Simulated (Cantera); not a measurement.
An isothermal, constant-pressure homogeneous reactor starts with C2H4 : H2 : H2O = 1 : 27 : 0.58 (molar parts), at 1050 K and 0.440 bar.

Detailed kinetics in Cantera: GRI-Mech 3.0 (53 species, 325 reactions). GRI-Mech 3.0 was tuned for natural gas; its chemistry of ethylene as a main component is partial and can be far from experiment. GRI-Mech 3.0 stops at C3 and has no aromatics, soot or wall deposition, so with more carbon than oxygen in the feed, carbon stays in small species such as C2H2 where larger ones or solid carbon would form.

Task: Predict: x(C2H4) at 20.0 s; x(H2) at 20.0 s; x(CH4) at 20.0 s; x(CH3) at 20.0 s; x(C2H6) at 20.0 s.

Result: 
- x(C2H4) at 20.0 s = 0.0156 (gas-phase equilibrium 1.50e-6)
- x(H2) at 20.0 s = 0.931 (gas-phase equilibrium 0.930)
- x(CH4) at 20.0 s = 0.0249 (gas-phase equilibrium 0.0501)
- x(CH3) at 20.0 s = 1.66e-7 (gas-phase equilibrium 1.14e-8)
- x(C2H6) at 20.0 s = 0.00742 (gas-phase equilibrium 7.25e-7)
